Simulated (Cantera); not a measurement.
An isothermal, constant-pressure homogeneous reactor starts with H₂ : O₂ : N₂ = 1.1 : 1 : 1.6 (molar parts), at 1275 K and 100.0 Torr.

Model: the H2/O2 subset of GRI-Mech 3.0, which has no nitrogen chemistry, integrated in Cantera. The temperature is held fixed by assumption; the heat of reaction is taken as removed at once.

One state of this run: x H₂ = 1.41e-7; x O₂ = 0.143; x O = 1.16e-7; x H = 7.62e-10; x HO₂ = 2.49e-8. x: mole fraction; the columns are a selection and need not sum to one.

Question: Which value of t (s) does it belong to?
(A) 70.0
(B) 0.000412
(C) 0.170
(D) 5.54e-5

Answer: A, 70.0
